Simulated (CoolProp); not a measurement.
Vapour-liquid equilibrium of isohexane (1) + n-heptane (2) at 141.75 °C; x and y are mole fractions of (1).

Values from CoolProp's multi-fluid Helmholtz-energy mixture model, Lemmon 2006 and Span 2003; pair parameters Bell 2016.

| x | bubble pressure (MPa) | y at the bubble point | dew pressure at overall composition x (MPa) | liquid density (mol/L) |
|---|---|---|---|---|
| 0.05 | 0.3322 | 0.103 | 0.3208 | 5.711 |
| 0.15 | 0.3749 | 0.276 | 0.3428 | 5.752 |
| 0.25 | 0.4180 | 0.416 | 0.3679 | 5.792 |
| 0.35 | 0.4617 | 0.533 | 0.3966 | 5.832 |
| 0.45 | 0.5061 | 0.633 | 0.4298 | 5.872 |
| 0.55 | 0.5515 | 0.719 | 0.4686 | 5.910 |
| 0.65 | 0.5981 | 0.795 | 0.5146 | 5.947 |
| 0.75 | 0.6458 | 0.861 | 0.5698 | 5.982 |
| 0.85 | 0.6948 | 0.921 | 0.6371 | 6.014 |
| 0.95 | 0.7452 | 0.975 | 0.7209 | 6.043 |

No azeotrope shows between x = 0.05 and 0.95.

Pair parameters are fitted to limited data, so mixtures are less certain than the pure fluids.
